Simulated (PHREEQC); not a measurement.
Make-up at 20 °C: 78 mmol/kgw HF, 0.41 mmol/kgw H2SiF6 and 1.6 mmol/kgw H2SO4. Closed to the air; pH follows from the charge balance.

Equilibrium calculation in PHREEQC: ion-association model, phreeqc.dat.

Each row changes one thing in this solution. No solid was allowed to form.

```tsv
case	pH	ionic strength (mol/kgw)	HF (mol/kgw)	F- (mol/kgw)	HF2- (mol/kgw)	SO4-2 (mol/kgw)	SI of Quartz (SiO2)
as made	2.01	0.0121	0.0692	0.00583	0.00148	0.000991	-8.15
0.13 mol/kgw HBr added	0.96	0.134	0.0769	0.000717	0.000202	?	-6.68
diluted 5-fold with water	2.46	0.00403	0.0125	0.00282	0.000130	?	-5.21
HF from 0.078 to 0.039 mol/kgw	2.14	0.00934	0.0342	?	0.000484	?	-6.56
H2SO4 from 0.0016 to 0.016 mol/kgw	1.62	0.0348	?	0.00273	0.000740	0.00707	-7.66
```

Some entries are withheld; supply them.


- 0.13 mol/kgw HBr added, SO4-2 (mol/kgw): 0.000307
- diluted 5-fold with water, SO4-2 (mol/kgw): 0.000256
- HF from 0.078 to 0.039 mol/kgw, F- (mol/kgw): 0.00385
- HF from 0.078 to 0.039 mol/kgw, SO4-2 (mol/kgw): 0.00109
- H2SO4 from 0.0016 to 0.016 mol/kgw, HF (mol/kgw): 0.0738

Complexes and solids missing from the database can't appear. SiF6-2 is the database's only silicon fluoride.
